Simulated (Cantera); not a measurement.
Input: 1 mol CsCl, 5.3 mol H2, held at 602 °C and 0.100 bar.

These are equilibrium values from Cantera (NASA tables, ideal gas, pure condensed phases), not measurements of a reactor. Candidate condensed phases: Cs, CsCl; 9 gas species. Equilibrium is a limit: real reactors are often held back by kinetics, nucleation or transport.

Base state: H2 0.999, CsCl 0.000353, Cs2Cl2 0.000178 (mole fractions); condensed: CsCl(s).

Q: What changes in the equilibrium state with this change: temperature from 602 °C to 850 °C?

A: 
| species | before | after |
|---|---|---|
| H2 | 0.999 | 0.911 |
| CsCl | 0.000353 | 0.0619 |
| Cs2Cl2 | 0.000178 | 0.0275 |
| HCl | 7.58e-8 | 2.90e-5 |
| Cs | 7.58e-8 | 2.90e-5 |
| CsCl(s), mol | 0.996 | 0 |
| CsCl(l), mol | 0 | 0.320 |
